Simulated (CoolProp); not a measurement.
Computed with CoolProp (reference Helmholtz-energy equation of state, Guder 2009).

Q: For sulfur hexafluoride, give the phase and the cp (kJ/(kg K)), speed of sound (m/s), expansivity (1/kK) at 306.3 K and 0.939 MPa; 306.3 K and 1.64 MPa; 306.3 K and 1.88 MPa.

A: 
- 306.3 K and 0.939 MPa: gas; cp 0.727, speed of sound 126, expansivity 4.66
- 306.3 K and 1.64 MPa: gas; cp 0.800, speed of sound 115, expansivity 6.69
- 306.3 K and 1.88 MPa: gas; cp 0.840, speed of sound 111, expansivity 7.84
